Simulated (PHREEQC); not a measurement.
# Acid rinse or clean: an equilibrium model

Make-up at 35 °C: 1.9 mmol/kgw H2SO4, 72 mmol/kgw ZnSO4 and 9.2 mmol/kgw MgCl2. Closed to the air; pH follows from the charge balance.

Equilibrium calculation in PHREEQC: ion-association model, phreeqc.dat.

- pH = 2.85
- ionic strength = 0.169 mol/kgw
- density = 1.006 g/cm³
- total alkalinity = -3.80 meq/kg

```
species     molality  activity   log γ
----------  --------  --------  ------
Zn+2          0.0389    0.0121  -0.509
SO4-2         0.0294   0.00898  -0.516
ZnSO4         0.0263    0.0274   0.017
Cl-           0.0175    0.0127  -0.140
Zn(SO4)2-2   0.00586   0.00185  -0.500
Mg+2         0.00481   0.00169  -0.455
MgSO4        0.00439   0.00456   0.017
HSO4-        0.00205   0.00154  -0.125
H+           0.00175   0.00140  -0.096
ZnCl+       0.000868  0.000631  -0.138
ZnCl2        8.38e-6   8.72e-6   0.017
ZnCl3-       1.81e-7   1.31e-7  -0.138
ZnOH+        2.61e-8   1.96e-8  -0.125
ZnOHCl       3.47e-9   3.60e-9   0.017
```

This is a speciation only: nothing precipitates in the calculation. Species that the database lacks are ignored.
